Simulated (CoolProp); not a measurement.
Vapour-liquid equilibrium of R1234yf (1) + R1234ze(E) (2) at -72.55 °C; x and y are mole fractions of (1).

Computed with CoolProp (multi-fluid Helmholtz-energy mixture model, Lemmon 2022 and Thol 2016; pair parameters Bell 2022).

Give the bubble pressure and the first vapour's composition at x = 0.425, 0.8, 0.875. Is there an azeotrope?

x = 0.425: 0.06702 bar, y = 0.600; x = 0.8: 0.08421 bar, y = 0.887; x = 0.875: 0.08765 bar, y = 0.932. No azeotrope shows between x = 0.05 and 0.95.

The pair parameters rest on a limited set of measurements; away from them the model extrapolates.
